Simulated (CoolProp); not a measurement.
Properties of isobutene along the isotherm 388.6 K.

Computed with CoolProp (reference Helmholtz-energy equation of state, Lemmon 2005). It is a short technical equation, of lower accuracy than the large ones.

```tsv
p (MPa)	phase	Z	cp (kJ/(kg K))	cv (kJ/(kg K))	speed of sound (m/s)	Joule-Thomson coefficient (K/MPa)	fugacity coefficient
0.183	gas	0.9796	1.963	1.800	245.4	10.90	0.9800
0.365	gas	0.9587	1.989	1.810	241.0	11.20	0.9602
0.548	gas	0.9368	2.019	1.821	236.3	11.52	[?]
0.73	gas	0.9143	2.053	1.832	231.5	11.87	0.9206
0.913	gas	[?]	2.091	1.844	226.3	12.27	0.9008
1.1	gas	0.8653	2.137	[?]	220.7	12.73	0.8807
1.28	gas	0.8396	2.189	1.872	215.0	13.22	[?]
1.46	gas	0.8125	2.253	[?]	208.9	13.78	0.8418
1.64	gas	0.7836	2.331	1.905	202.4	14.44	0.8223
1.83	gas	0.7507	2.438	1.927	194.8	15.25	0.8016
2.01	gas	0.7165	2.576	[?]	186.9	16.19	0.7819
```

### Question
What belongs in the gaps?

### Answer

- 0.548, fugacity coefficient: 0.9403
- 0.913, Z: 0.8906
- 1.1, cv (kJ/(kg K)): 1.858
- 1.28, fugacity coefficient: 0.8613
- 1.46, cv (kJ/(kg K)): 1.888
- 2.01, cv (kJ/(kg K)): 1.950
